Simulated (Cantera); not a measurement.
An adiabatic, constant-volume homogeneous reactor starts with CH3OH : O2 : N2 : H2O = 1 : 1 : 3.76 : 0.38 (molar parts), at 1500 K and 1200 Torr. Integrator tolerance rtol = 1e-08.

Cantera simulation using GRI-Mech 3.0 (53 species, 325 reactions); the numbers are that mechanism's predictions, not measurements. GRI-Mech 3.0 was tuned for natural gas; its chemistry of methanol as a main component is partial and can be far from experiment.

### Question
What does this change do: initial temperature 1500 to 1475 K?

### Answer
```json
[
 {"quantity": "time of steepest temperature rise", "before": "98.6 µs", "after": "0.127 ms"},
 {"quantity": "temperature at 0.500 s", "before": "2879 K", "after": "2870 K"},
 {"quantity": "equilibrium temperature", "before": "2879 K", "after": "2870 K"},
 {"quantity": "x(CH3OH) at 0.500 s", "before": "<1e-12 (gas-phase equilibrium <1e-12)", "after": "<1e-12 (gas-phase equilibrium <1e-12)"},
 {"quantity": "x(O2) at 0.500 s", "before": "0.00361 (gas-phase equilibrium 0.00361)", "after": "0.00341 (gas-phase equilibrium 0.00341)"},
 {"quantity": "x(H2O) at 0.500 s", "before": "0.247 (gas-phase equilibrium 0.247)", "after": "0.248 (gas-phase equilibrium 0.248)"},
 {"quantity": "x(NO) at 0.500 s", "before": "0.00434 (gas-phase equilibrium 0.00434)", "after": "0.00418 (gas-phase equilibrium 0.00418)"},
 {"quantity": "x(HCN) at 0.500 s", "before": "3.09e-8 (gas-phase equilibrium 3.09e-8)", "after": "3.08e-8 (gas-phase equilibrium 3.08e-8)"},
 {"quantity": "x(C2H2) at 0.500 s", "before": "<1e-12 (gas-phase equilibrium <1e-12)", "after": "<1e-12 (gas-phase equilibrium <1e-12)"}
]
```

### Question
What does this change do: constant pressure in place of constant volume?

### Answer
```csv
quantity,before,after
time of steepest temperature rise,98.6 µs,0.110 ms
temperature at 0.500 s,2879 K,2677 K
equilibrium temperature,2879 K,2677 K
x(CH3OH) at 0.500 s,<1e-12 (gas-phase equilibrium <1e-12),<1e-12 (gas-phase equilibrium <1e-12)
x(O2) at 0.500 s,0.00361 (gas-phase equilibrium 0.00361),0.00196 (gas-phase equilibrium 0.00196)
x(H2O) at 0.500 s,0.247 (gas-phase equilibrium 0.247),0.257 (gas-phase equilibrium 0.257)
x(NO) at 0.500 s,0.00434 (gas-phase equilibrium 0.00434),0.00242 (gas-phase equilibrium 0.00242)
x(HCN) at 0.500 s,3.09e-8 (gas-phase equilibrium 3.09e-8),1.19e-8 (gas-phase equilibrium 1.19e-8)
x(C2H2) at 0.500 s,<1e-12 (gas-phase equilibrium <1e-12),<1e-12 (gas-phase equilibrium <1e-12)
```
